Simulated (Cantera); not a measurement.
Feed: 1 mol Si, 8.4 mol Br2, 0.24 mol H2, held at 923.15 K and 0.00133 bar.

These are equilibrium values from Cantera (NASA tables, ideal gas, pure condensed phases), not measurements of a reactor. Candidate condensed phases: Br2, Si; 19 gas species. The numbers say what is thermodynamically allowed, not how fast it happens.

Base state: Br2 0.760, SiBr4 0.128, HBr 0.0612, Br 0.0513 (mole fractions); condensed: gas only.

What changes in the equilibrium state with this change: temperature from 923.15 K to 1475 K?


```csv
species,before,after
Br,0.0513,0.879
SiBr4,0.128,0.0558
HBr,0.0612,0.0344
Br2,0.760,0.0151
SiBr2,<1e-9,0.0105
SiBr3,3.04e-8,0.00533
```
The tables' values for SiBr3 are old estimates; treat these amounts as uncertain.
